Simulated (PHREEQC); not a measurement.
Spent oxide etchant: speciation

Consider water at 25 °C and 10 atm with 0.0016 mol NH4HF2, 0.0039 mol (NH4)2SiF6, 0.00047 mol H3PO4 and 0.015 mol HCl per kg of water. Closed to the air; pH follows from the charge balance.

The numbers come from PHREEQC with the ion-association model, phreeqc.dat.

| Quantity | Value |
|---|---|
| pH | 1.93 |
| ionic strength | 0.0264 mol/kgw |
| total alkalinity | -32.7 meq/kg |

| species | molality | activity | log γ |
|---|---|---|---|
| Cl- | 0.0150 | 0.0128 | -0.069 |
| H+ | 0.0134 | 0.0118 | -0.056 |
| NH4+ | 0.00940 | 0.00794 | -0.073 |
| HF | 0.00444 | 0.00447 | 0.003 |
| SiF6-2 | 0.00364 | 0.00199 | -0.262 |
| F- | 0.000299 | 0.000255 | -0.070 |
| H3PO4 | 0.000280 | 0.000282 | 0.003 |
| H4SiO4 | 0.000258 | 0.000260 | 0.003 |
| H2PO4- | 0.000190 | 0.000164 | -0.064 |
| HF2- | 5.07e-6 | 4.34e-6 | -0.067 |
| HPO4-2 | 1.59e-9 | 8.72e-10 | -0.262 |

Precipitation was switched off in this run. Saturation is exceeded, for instance for Quartz (slow to form); the values hold only as long as no solid forms. SiF6-2 is the database's only silicon fluoride.
